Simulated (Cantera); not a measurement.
What does this Cantera script print?

```python
import numpy as np
import cantera as ct

gas_names = """
    B BF BF2 BF3 BH BHF2 BH2 BH3 BO BOF BOF2 BO2 B2 B2O B2O2 B2O3 B3O3F3 B3O3H3 F FO FO2 F2 F2O H HBO
    HBO2 HF HOF HO2 H2 H2F2 H2O H2O2 H3B3O6 H3F3 H4F4 H5F5 H6F6 H7F7 O OH O2 O3
""".split()
cond_names = """
    B(b) B(L) B2O3(L) B3O3H3(cr) H2O(s) H2O(L)
""".split()


# ... load() reads the species with a 1 bar reference pressure and builds the phases ...
atoms = {
    'BF3': {'B': 1, 'F': 3},
    'H2': {'H': 2},
    'H2O': {'H': 2, 'O': 1},
}
top_T = {}  # K; cautious upper limits of use, not melting points


# ... equilibrate(T, P, feed) seeds the gas with the atoms and calls Mixture.equilibrate('TP', solver="vcs", rtol=1e-11, max_steps=5000) ...
results = []
feed = {'BF3': 1, 'H2': 4.1, 'H2O': 2.4}  # mol
P = 19000  # Pa
for T in [1450, 1550, 1650, 1750, 1850, 1950, 2050]:
    mix = equilibrate(T, P, feed)
    results.append((T, P, feed, dict(zip(mix.species_names, mix.species_moles))))

top = {s: max(r[3][s] / sum(r[3][g] for g in gas_names) for r in results) for s in gas_names}
cols = sorted((s for s in top if top[s] > 0.001), key=lambda s: -top[s])[:5]
seen = [c for c in cond_names if any(r[3].get(c, 0) > 1e-12 for r in results)]
print("log10 of partial pressures in bar; condensed amounts in mol")
print(f"{'T/K':>10s}" + "".join(f"{s[:9]:>10s}" for s in cols + seen))
for T, P, feed, n in results:
    ng = sum(n[g] for g in gas_names)
    print(f"{T:10.4g}" + "".join(f"{np.log10(max(n[s] / ng * P / 1e5, 1e-99)):10.3f}" for s in cols)
          + "".join(f"{n.get(c, 0):10.4g}" for c in seen))
```

Result:

```
log10 of partial pressures in bar; condensed amounts in mol
       T/K        H2        HF       H2O       BOF       BF3   B2O3(L)
      1450    -1.017    -1.417    -1.448    -2.031    -2.180   0.03346
      1550    -1.028    -1.379    -1.495    -1.841    -2.409         0
      1650    -1.034    -1.343    -1.529    -1.780    -2.720         0
      1750    -1.036    -1.326    -1.548    -1.757    -3.063         0
      1850    -1.038    -1.318    -1.557    -1.748    -3.404         0
      1950    -1.039    -1.314    -1.562    -1.746    -3.726         0
      2050    -1.041    -1.312    -1.566    -1.747    -4.022         0
```

These are equilibrium values from Cantera (NASA tables, ideal gas, pure condensed phases), not measurements of a reactor. The tables' values for BF2 are old estimates; treat these amounts as uncertain. Gases not in the tables: H3BO3.
